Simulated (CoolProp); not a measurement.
Computed with CoolProp (reference Helmholtz-energy equation of state, Lemmon 2013).

Problem. For propylene, give the phase and the cv (kJ/(kg K)) at -9.85 °C and 72 kPa; -9.85 °C and 4740 kPa; -9.85 °C and 8000 kPa.

Solution. 
- -9.85 °C and 72 kPa: gas; cv 1.22
- -9.85 °C and 4740 kPa: liquid; cv 1.45
- -9.85 °C and 8000 kPa: liquid; cv 1.45
